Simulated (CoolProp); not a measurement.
Properties of propylene at several states (Tc = 364.2 K, pc = 4555 kPa, ω = 0.146).

The numbers come from the reference Helmholtz-energy equation of state, Lemmon 2013 in CoolProp.

```csv
T (K),p (kPa),phase,Z,cv (kJ/(kg K)),conductivity (mW/(m K)),Prandtl number
437.6,1680,gas,0.9278,1.871,36.5,0.768
478,1500,gas,0.9531,2.003,42.0,0.752
236.2,1880,liquid,0.06727,1.387,142,2.77
333,419,gas,0.9569,1.483,21.1,0.784
```

Viscosity comes from a separate model (Huber 2003), an estimate that may be off by 10 % or more. Thermal conductivity comes from a separate model (Huber 2003), an estimate that may be off by 10 % or more.
